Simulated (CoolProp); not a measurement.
A closed Brayton cycle with carbon dioxide: compressor inlet 318.15 K and 9.1 MPa, high pressure 23.4 MPa, turbine inlet 685 K, compressor efficiency 0.85, turbine efficiency 0.85, recuperator effectiveness 0.9 (on enthalpy, no pinch check). Each further row changes one setting.

Computed with CoolProp (reference Helmholtz-energy equation of state, Span 1996).

```json
[
 {"case": "as stated", "thermal efficiency (%)": "26.7", "net work (kJ/kg)": "57.4", "compressor to turbine work": "0.39", "compressor exit (K)": "379.1", "turbine exit (K)": "587.6"},
 {"case": "turbine inlet 635 K", "thermal efficiency (%)": "24.2", "net work (kJ/kg)": "48.6", "compressor to turbine work": "0.43", "compressor exit (K)": "379.1", "turbine exit (K)": "540.9"},
 {"case": "compressor inlet 328.15 K", "thermal efficiency (%)": "24.5", "net work (kJ/kg)": "47.5", "compressor to turbine work": "0.50", "compressor exit (K)": "404.1", "turbine exit (K)": "587.6"},
 {"case": "high pressure 19.9 MPa", "thermal efficiency (%)": "25.6", "net work (kJ/kg)": "50.4", "compressor to turbine work": "0.37", "compressor exit (K)": "368.5", "turbine exit (K)": "604.1"},
 {"case": "recuperator effectiveness 0.5", "thermal efficiency (%)": "18.3", "net work (kJ/kg)": "57.4", "compressor to turbine work": "0.39", "compressor exit (K)": "379.1", "turbine exit (K)": "587.6"}
]
```
